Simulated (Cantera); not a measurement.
A closed system holds: 1 mol Si3H8, 2.6 mol HCl, 750 mol H2, 0.6 mol Cl2, equilibrated at 2.33 Torr.

Method: chemical equilibrium by Gibbs-energy minimisation in Cantera with the NASA 1993 tables (ideal gas, pure condensed phases). Candidate condensed phases: Si; 19 gas species. The feed counts by its element totals alone. Gases not in the tables: Si2H6 and higher silanes. Kinetics and transport are ignored.

Q: What share of the Si ends up in condensed phases as a function of T (°C), at 677, 777, 877, 977, 1077, 1177, 1277, 1377, 1477?

A: 
```csv
T (°C),Si condensed (%),as
677,96.9,Si(s)
777,98.7,Si(s)
877,98.6,Si(s)
977,98.5,Si(s)
1077,98.3,Si(s)
1177,98.1,Si(s)
1277,97.6,Si(s)
1377,95.1,Si(s)
1477,83.8,Si(l)
```
